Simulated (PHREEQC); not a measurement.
A solution holds 1.1 mol/kgw K2CO3, 0.026 mol/kgw Na2SO4 and 2.9e-05 mol/kgw H4SiO4, at 25 °C. Closed to the air; pH follows from the charge balance.

Equilibrium calculation in PHREEQC: Pitzer model, pitzer.dat.

Question: The ionic strength comes out as 3.37 mol/kgw. What activity coefficients do Na+, SO4-2, H2SiO4-2, H3SiO4-, HCO3- get?

Answer: Na+ 0.35, SO4-2 0.053, H2SiO4-2 0.028, H3SiO4- 0.42, HCO3- 0.50. Single-ion values are on the MacInnes scale.

No solid was allowed to form. Species that the database lacks are ignored. In brines, pH and single-ion activities rest on the MacInnes convention.
